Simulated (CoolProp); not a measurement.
Saturated liquid density (kg/m³) of toluene: the reference equation beside estimates from Tc = 591.7 K, pc = 4126 kPa, ω = 0.266. Rackett uses Z = 0.29056 − 0.08775 ω.

Model: reference Helmholtz-energy equation of state, Lemmon 2006, in CoolProp. It is a short technical equation, of lower accuracy than the large ones.

| T (K) | reference | Rackett | van der Waals | Redlich-Kwong | Soave-Redlich-Kwong | Peng-Robinson |
|---|---|---|---|---|---|---|
| 289.6 | 870.1 | 859.2 | 509.6 | 757.1 | 773.0 | 869.3 |
| 295.1 | 865.0 | 854.3 | 507.0 | 752.8 | 769.3 | 865.4 |
| 300.6 | 859.9 | 849.4 | 504.3 | 748.5 | 765.6 | 861.4 |
| 306.2 | 854.6 | 844.3 | 501.6 | 744.0 | 761.6 | 857.2 |
| 311.7 | 849.5 | 839.3 | 498.9 | 739.5 | 757.7 | 853.0 |
| 317.2 | 844.3 | 834.3 | 496.2 | 734.9 | 753.7 | 848.8 |
| 322.7 | 839.1 | 829.2 | 493.4 | 730.2 | 749.6 | 844.4 |
| 328.3 | 833.8 | 824.0 | 490.5 | 725.4 | 745.4 | 839.9 |
| 333.8 | 828.5 | 818.8 | 487.7 | 720.6 | 741.1 | 835.3 |
| 339.3 | 823.2 | 813.6 | 484.8 | 715.7 | 736.7 | 830.7 |
| 344.8 | 817.9 | 808.3 | 481.9 | 710.7 | 732.3 | 825.9 |

Absolute difference from the reference over all 11 rows, mean and median: Rackett 1.2 and 1.2 %, van der Waals 41.2 and 41.2 %, Redlich-Kwong 13.0 and 13.0 %, Soave-Redlich-Kwong 10.8 and 10.7 %, Peng-Robinson 0.5 and 0.5 %.
